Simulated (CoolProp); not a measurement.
Properties of n-pentane along the isotherm 620 K.

Computed with CoolProp (reference Helmholtz-energy equation of state, Thol 2019).

```
p (bar)          phase  cp (kJ/(kg K))  cv (kJ/(kg K))  Joule-Thomson coefficient (K/MPa)  isothermal compressibility (1/MPa)  conductivity (mW/(m K))
-------  -------------  --------------  --------------  ---------------------------------  ----------------------------------  -----------------------
6.31               gas           2.985           2.853                              3.599                               1.624                     59.1
12.6               gas           3.010           2.859                                  ?                              0.8333                     59.7
18.9               gas           3.038           2.864                              3.724                              0.5695                     60.3
25.3               gas               ?           2.871                              3.780                              0.4364                     61.1
31.6               gas           3.106           2.877                              3.827                              0.3582                     61.9
37.9     supercritical           3.145           2.883                              3.864                              0.3059                        ?
44.2     supercritical               ?               ?                              3.888                                   ?                        ?
50.5     supercritical           3.236               ?                              3.893                              0.2398                     65.3
```

Question: Fill in the missing entries.

Answer: 
- 12.6, Joule-Thomson coefficient (K/MPa): 3.663
- 25.3, cp (kJ/(kg K)): 3.070
- 37.9, conductivity (mW/(m K)): 62.9
- 44.2, cp (kJ/(kg K)): 3.188
- 44.2, cv (kJ/(kg K)): 2.890
- 44.2, isothermal compressibility (1/MPa): 0.2683
- 44.2, conductivity (mW/(m K)): 64.0
- 50.5, cv (kJ/(kg K)): 2.896

Thermal conductivity comes from a separate model (Vassiliou 2015).
